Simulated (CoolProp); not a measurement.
Properties of normal hydrogen along the isobar 15.2 bar (Tc = -240.0 °C, pc = 12.96 bar, ω = -0.219).

Model: reference Helmholtz-energy equation of state, Leachman 2009, in CoolProp.

```csv
T (°C),phase,cv (kJ/(kg K)),Joule-Thomson coefficient (K/MPa),expansivity (1/kK),conductivity (mW/(m K))
-249.65,liquid,5.877,-0.7746,17.87,106
-228.95,supercritical,6.544,5.116,40.79,44.4
-208.15,supercritical,6.437,2.814,18.43,53.2
-187.45,supercritical,6.759,1.692,12.66,64.2
-166.65,supercritical,7.307,1.032,9.785,76.4
-145.85,supercritical,7.904,0.6214,8.028,89.4
-125.15,supercritical,8.447,0.3538,6.832,103
-104.35,supercritical,8.904,0.1688,5.953,116
-83.65,supercritical,9.271,0.03599,5.282,129
-62.85,supercritical,9.560,-0.06418,4.748,141
-42.05,supercritical,9.784,-0.1420,4.314,153
-21.35,supercritical,9.953,-0.2039,3.955,164
-0.55,supercritical,10.08,-0.2548,3.651,175
20.15,supercritical,10.17,-0.2971,3.391,185
40.95,supercritical,10.24,-0.3332,3.166,195
```

Thermal conductivity comes from a separate model (Assael 2011).
